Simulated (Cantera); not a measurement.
Mixture: CH3OH : O2 : N2 = 1 : 3.57 : 13.4 (molar parts), equivalence ratio 0.42, at 0.720 bar, adiabatic and at constant volume. Ignition delay is the time to a rise of 400 K.

Cantera simulation using GRI-Mech 3.0 (53 species, 325 reactions); the numbers are that mechanism's predictions, not measurements. GRI-Mech 3.0 was tuned for natural gas; its chemistry of methanol as a main component is partial and can be far from experiment.

Problem. What does this change do: constant pressure in place of constant volume?

Solution. 
```tsv
quantity	before	after
delay at 1275 K	4.80 ms	5.05 ms
delay at 1375 K	1.34 ms	1.45 ms
delay at 1475 K	0.469 ms	0.530 ms
delay at 1575 K	0.198 ms	0.234 ms
apparent activation energy between 1525 and 1625 K	160 kJ/mol	150 kJ/mol
```

Problem. What does this change do: pressure from 0.720 bar to 1.01 bar?

Solution. 
| quantity | before | after |
|---|---|---|
| delay at 1275 K | 4.80 ms | 3.53 ms |
| delay at 1375 K | 1.34 ms | 0.976 ms |
| delay at 1475 K | 0.469 ms | 0.342 ms |
| delay at 1575 K | 0.198 ms | 0.144 ms |
| apparent activation energy between 1525 and 1625 K | 160 kJ/mol | 160 kJ/mol |
